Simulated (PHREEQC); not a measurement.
Dissolve 0.021 mol KOH and 0.00028 mol Na2CO3 per kg of water at 20 °C. Closed to the air; pH follows from the charge balance.

The numbers come from PHREEQC with the ion-association model, phreeqc.dat.

```json
[
 {"quantity": "pH", "before": "12.42", "after": "10.31"},
 {"quantity": "ionic strength (mol/kgw)", "before": "0.0218", "after": "0.000694"}
]
```

Which change was made?
(A) KOH left out
(B) Na2CO3 from 0.00028 to 0.00014 mol/kgw
(C) KOH from 0.021 to 0.0021 mol/kgw
(D) temperature from 20 to 40 °C
(E) Na2CO3 replaced by NaBF4 at the same molality

A, KOH left out

This is a speciation only: nothing precipitates in the calculation.
